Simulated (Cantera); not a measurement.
A perfectly stirred reactor is fed with N2O : H2O = 1.9 : 0.18 (molar parts), at 0.132 atm; it is held at 1150 K, and followed from long to short residence time.

Computed with Cantera and GRI-Mech 3.0 (53 species, 325 reactions). GRI-Mech 3.0 was tuned for natural gas; its chemistry of N2O as a main component is partial and can be far from experiment. The mechanism lacks the step 2 NO + O2 → 2 NO2, which can matter for NO2 below about 1400 K. The temperature is held fixed by assumption; the heat of reaction is taken as removed at once.

Task: Predict: x(N2O) at τ = 2.90 s; x(H2O) at τ = 2.90 s; x(H2) at τ = 2.90 s; x(NO2) at τ = 2.90 s; x(N2) at τ = 2.90 s; x(N2O) at τ = 95.0 ms; x(H2O) at τ = 95.0 ms; x(H2) at τ = 95.0 ms; x(NO2) at τ = 95.0 ms; x(N2) at τ = 95.0 ms.

Result: x(N2O) at τ = 2.90 s: 0.774
x(H2O) at τ = 2.90 s: 0.0824
x(H2) at τ = 2.90 s: 3.58e-8
x(NO2) at τ = 2.90 s: 0.000598
x(N2) at τ = 2.90 s: 0.0929
x(N2O) at τ = 95.0 ms: 0.908
x(H2O) at τ = 95.0 ms: 0.0864
x(H2) at τ = 95.0 ms: 9.52e-8
x(NO2) at τ = 95.0 ms: 8.87e-5
x(N2) at τ = 95.0 ms: 0.00368
